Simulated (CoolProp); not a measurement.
Vapour pressure (MPa) of chlorine: the reference equation beside estimates from Tc = 143.7 °C, pc = 7.642 MPa, ω = 0.070. Clausius-Clapeyron is anchored at -22.35 °C with a constant enthalpy of vaporisation of 19.87 kJ/mol.

Computed with CoolProp (reference Helmholtz-energy equation of state, Thol 2021).

| T (°C) | reference | Clausius-Clapeyron | van der Waals | Redlich-Kwong | Soave-Redlich-Kwong |
|---|---|---|---|---|---|
| -49.15 | 0.04928 | 0.05262 | 0.3406 | 0.04441 | 0.05098 |
| -35.75 | 0.09355 | 0.09608 | 0.4879 | 0.08850 | 0.09571 |
| -22.35 | 0.1645 | 0.1645 | 0.6744 | 0.1610 | 0.1669 |
| -8.95 | 0.2715 | 0.2667 | 0.9043 | 0.2720 | 0.2737 |
| 4.55 | 0.4262 | 0.4140 | 1.184 | 0.4336 | 0.4276 |
| 17.95 | 0.6376 | 0.6152 | 1.513 | 0.6547 | 0.6375 |
| 31.35 | 0.9180 | 0.8829 | 1.897 | 0.9477 | 0.9159 |
| 44.75 | 1.279 | 1.229 | 2.339 | 1.324 | 1.275 |
| 58.15 | 1.734 | 1.666 | 2.842 | 1.793 | 1.727 |
| 71.55 | 2.292 | 2.205 | 3.408 | 2.367 | 2.284 |
| 84.95 | 2.967 | 2.858 | 4.040 | 3.054 | 2.960 |

Absolute difference from the reference over all 11 rows, mean and median: Clausius-Clapeyron 3.3 and 3.7 %, van der Waals 200.8 and 137.3 %, Redlich-Kwong 3.5 and 3.2 %, Soave-Redlich-Kwong 0.9 and 0.3 %.
